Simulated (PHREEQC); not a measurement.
Model water analysis in mg/L, 20 °C, pH 2.99, pe 11.5:

```json
[
 {"constituent": "Na", "mg/L": "99"},
 {"constituent": "K", "mg/L": "2.04"},
 {"constituent": "Ca", "mg/L": "73.1"},
 {"constituent": "Mg", "mg/L": "96.8"},
 {"constituent": "Cl", "mg/L": "159"},
 {"constituent": "S(6) as SO4", "mg/L": "658"},
 {"constituent": "Al", "mg/L": "0.0735"},
 {"constituent": "O(0) (dissolved oxygen)", "mg/L": "8.32"},
 {"constituent": "Si as SiO2", "mg/L": "1.28"}
]
```

Cl is adjusted to close the charge balance.
Valence states are taken as typed.

Model: ion-association model, phreeqc.dat, run in PHREEQC.

| quantity | before | after |
|---|---|---|
| SO4-2 (mol/kgw) | 0.00509 | 0.00347 |
| Mg+2 (mol/kgw) | 0.00298 | 0.00210 |
| Ca+2 (mol/kgw) | 0.00143 | 0.00143 |
| MgSO4 (mol/kgw) | 0.00101 | 0.00188 |
| CaSO4 (mol/kgw) | 0.000396 | 0.000386 |
| SI of Quartz (SiO2) | -0.61 | -1.42 |
| SI of Gypsum (CaSO4:2H2O) | -1.05 | -1.06 |

Problem. Name the change that produced these shifts.
A. all concentrations times 2 at the same typed pH
B. Mg from 96.8 to 194 mg/L
C. temperature from 20 to 85 °C at the same typed pH

Solution. C, temperature from 20 to 85 °C at the same typed pH

Precipitation was switched off in this run. Constants without temperature data keep their 25 °C values here.
